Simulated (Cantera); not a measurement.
Feed: 1 mol B, 3.4 mol NH₃, 1.3 mol O₂, at 6900 Pa.

Equilibrium computed with Cantera from the NASA thermochemical tables; the gas is ideal and each condensed phase is pure. Candidate condensed phases: B, BN, B₂O₃, B₃O₃H₃, H₂O; 39 gas species. Kinetics and transport are ignored. All values below are at 2423 K.

Base state: H₂ 0.498, N₂ 0.226, H₂O 0.107, HBO₂ 0.0885, H 0.0477, B₂O₃ 0.0134, HBO 0.00771, BO 0.00755 (mole fractions); condensed: gas only.

Question: What changes in the equilibrium state with this change: B replaced by BF₃?

Answer: 
| species | before | after |
|---|---|---|
| H₂ | 0.498 | 0.263 |
| HF | 0 | 0.249 |
| N₂ | 0.226 | 0.189 |
| BOF | 0 | 0.0851 |
| B₂O₃ | 0.0134 | 0.000616 |
| HBO₂ | 0.0885 | 0.0225 |
| H₂O | 0.107 | 0.150 |
| H | 0.0477 | 0.0346 |
| F | 0 | 5.57e-5 |
| BF₂ | 0 | 2.51e-5 |
| BF₃ | 0 | 1.83e-5 |
| BF | 0 | 1.17e-5 |
| B₂O₂ | 0.000193 | 3.33e-6 |
The tables' values for BF₂ are old estimates; treat these amounts as uncertain.
